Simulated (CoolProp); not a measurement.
Vapour-liquid equilibrium of CH2F2 (R32) (1) + R236FA (2) at 5.05 °C; x and y are mole fractions of (1).

Values from CoolProp's multi-fluid Helmholtz-energy mixture model, Tillner-Roth 1997 and Pan 2012; pair parameters Bell 2016.

```json
[
 {"x": "0.05", "bubble pressure, mixture model (MPa)": "0.1684", "bubble pressure, Raoult's law (MPa)": "0.1730", "y, mixture model": "0.243", "y, Raoult's law": "0.275"},
 {"x": "0.15", "bubble pressure, mixture model (MPa)": "0.2449", "bubble pressure, Raoult's law (MPa)": "0.2551", "y, mixture model": "0.519", "y, Raoult's law": "0.560"},
 {"x": "0.25", "bubble pressure, mixture model (MPa)": "0.3243", "bubble pressure, Raoult's law (MPa)": "0.3372", "y, mixture model": "0.669", "y, Raoult's law": "0.706"},
 {"x": "0.35", "bubble pressure, mixture model (MPa)": "0.4049", "bubble pressure, Raoult's law (MPa)": "0.4193", "y, mixture model": "0.763", "y, Raoult's law": "0.795"},
 {"x": "0.45", "bubble pressure, mixture model (MPa)": "0.4858", "bubble pressure, Raoult's law (MPa)": "0.5014", "y, mixture model": "0.826", "y, Raoult's law": "0.855"},
 {"x": "0.55", "bubble pressure, mixture model (MPa)": "0.5668", "bubble pressure, Raoult's law (MPa)": "0.5835", "y, mixture model": "0.873", "y, Raoult's law": "0.898"},
 {"x": "0.65", "bubble pressure, mixture model (MPa)": "0.6485", "bubble pressure, Raoult's law (MPa)": "0.6656", "y, mixture model": "0.910", "y, Raoult's law": "0.931"},
 {"x": "0.75", "bubble pressure, mixture model (MPa)": "0.7317", "bubble pressure, Raoult's law (MPa)": "0.7477", "y, mixture model": "0.940", "y, Raoult's law": "0.956"},
 {"x": "0.85", "bubble pressure, mixture model (MPa)": "0.8174", "bubble pressure, Raoult's law (MPa)": "0.8298", "y, mixture model": "0.966", "y, Raoult's law": "0.976"},
 {"x": "0.95", "bubble pressure, mixture model (MPa)": "0.9068", "bubble pressure, Raoult's law (MPa)": "0.9119", "y, mixture model": "0.989", "y, Raoult's law": "0.993"}
]
```

The largest gap from Raoult's law is -4.0 % in bubble pressure, at x = 0.15. No azeotrope shows between x = 0.05 and 0.95.

Pair parameters are fitted to limited data, so mixtures are less certain than the pure fluids.
